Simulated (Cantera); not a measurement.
An adiabatic, constant-volume homogeneous reactor starts with CH4 : O2 : N2 = 1 : 5.71 : 21.5 (molar parts), equivalence ratio 0.35, at 1625 K and 0.390 bar. Integrator tolerance rtol = 1e-08.

Computed with Cantera and GRI-Mech 3.0 (53 species, 325 reactions).

What does this change do: pressure from 0.390 bar to 0.540 bar?


```tsv
quantity	before	after
time of steepest temperature rise	0.742 ms	0.550 ms
temperature at 6.00 s	2414 K	2424 K
equilibrium temperature	2414 K	2424 K
x(CH4) at 6.00 s	<1e-12 (gas-phase equilibrium <1e-12)	<1e-12 (gas-phase equilibrium <1e-12)
x(O2) at 6.00 s	0.121 (gas-phase equilibrium 0.121)	0.121 (gas-phase equilibrium 0.121)
x(CH3) at 6.00 s	<1e-12 (gas-phase equilibrium <1e-12)	<1e-12 (gas-phase equilibrium <1e-12)
x(CO2) at 6.00 s	0.0324 (gas-phase equilibrium 0.0324)	0.0327 (gas-phase equilibrium 0.0327)
x(C2H2) at 6.00 s	<1e-12 (gas-phase equilibrium <1e-12)	<1e-12 (gas-phase equilibrium <1e-12)
x(NO2) at 6.00 s	8.25e-6 (gas-phase equilibrium 8.25e-6)	9.81e-6 (gas-phase equilibrium 9.81e-6)
```

What does this change do: 0.9 parts CO2 added?


| quantity | before | after |
|---|---|---|
| time of steepest temperature rise | 0.742 ms | 0.765 ms |
| temperature at 6.00 s | 2414 K | 2376 K |
| equilibrium temperature | 2414 K | 2376 K |
| x(CH4) at 6.00 s | <1e-12 (gas-phase equilibrium <1e-12) | <1e-12 (gas-phase equilibrium <1e-12) |
| x(O2) at 6.00 s | 0.121 (gas-phase equilibrium 0.121) | 0.119 (gas-phase equilibrium 0.119) |
| x(CH3) at 6.00 s | <1e-12 (gas-phase equilibrium <1e-12) | <1e-12 (gas-phase equilibrium <1e-12) |
| x(CO2) at 6.00 s | 0.0324 (gas-phase equilibrium 0.0324) | 0.0606 (gas-phase equilibrium 0.0606) |
| x(C2H2) at 6.00 s | <1e-12 (gas-phase equilibrium <1e-12) | <1e-12 (gas-phase equilibrium <1e-12) |
| x(NO2) at 6.00 s | 8.25e-6 (gas-phase equilibrium 8.25e-6) | 7.70e-6 (gas-phase equilibrium 7.70e-6) |
